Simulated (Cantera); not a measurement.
An isothermal, constant-pressure homogeneous reactor starts with 7.08 % CH₄, 92.9 % H₂, at 1525 K and 100.0 Torr.

Model: GRI-Mech 3.0 (53 species, 325 reactions), integrated in Cantera. GRI-Mech 3.0 stops at C3 and has no aromatics, soot or wall deposition, so with more carbon than oxygen in the feed, carbon stays in small species such as C2H2 where larger ones or solid carbon would form.

x: mole fraction; the columns are a selection and need not sum to one.

| t (s) | x CH₄ | x H₂ | x C₂H₂ | x CH₂ | x C₂H₄ | x C₂H₆ | x H |
|---|---|---|---|---|---|---|---|
| 0.000400 | 0.0708 | 0.929 | <1e-12 | 1.15e-11 | 9.40e-10 | 2.70e-9 | 2.90e-6 |
| 0.00150 | 0.0708 | 0.929 | 2.86e-10 | 1.60e-10 | 5.31e-8 | 1.22e-7 | 1.07e-5 |
| 0.00565 | 0.0707 | 0.929 | 1.36e-7 | 1.57e-9 | 3.19e-6 | 2.70e-6 | 3.37e-5 |
| 0.0213 | 0.0705 | 0.929 | 1.98e-5 | 3.63e-9 | 5.20e-5 | 7.15e-6 | 5.15e-5 |
| 0.0799 | 0.0699 | 0.930 | … | 3.65e-9 | … | 7.14e-6 | 5.19e-5 |
| 0.300 | 0.0674 | 0.931 | … | 3.56e-9 | … | 6.71e-6 | 5.22e-5 |
| 1.13 | 0.0595 | 0.935 | 0.00504 | 3.26e-9 | 0.000218 | 5.39e-6 | 5.34e-5 |
| 4.25 | 0.0407 | 0.945 | 0.0136 | 2.48e-9 | 0.000416 | 2.84e-6 | 5.66e-5 |
| 16.0 | 0.0196 | 0.956 | 0.0233 | 1.40e-9 | 0.000660 | 9.93e-7 | 6.17e-5 |
| 60.0 | 0.0133 | 0.960 | 0.0261 | 1.02e-9 | 0.000737 | 6.80e-7 | 6.39e-5 |

Question: Complete the blanks.

Answer: 
- 0.0799, x C₂H₂: 0.000278
- 0.0799, x C₂H₄: 0.000111
- 0.300, x C₂H₂: 0.00140
- 0.300, x C₂H₄: 0.000138
